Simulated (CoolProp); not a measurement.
R125 at 293.15 K and 0.706 MPa is compressed adiabatically to 4.04 MPa with isentropic efficiency 0.7. Each further row changes one setting.

Values from CoolProp's reference Helmholtz-energy equation of state, Lemmon 2005.

```tsv
case	work (kJ/kg)	final temperature (K)	final density (kg/m³)
as stated	42.7	373.5	___
efficiency 1	___	___	___
efficiency 0.65	___	376.0	228
```

What belongs in the gaps?


- as stated, final density (kg/m³): 233
- efficiency 1, work (kJ/kg): 29.9
- efficiency 1, final temperature (K): 364.3
- efficiency 1, final density (kg/m³): 260
- efficiency 0.65, work (kJ/kg): 46.0
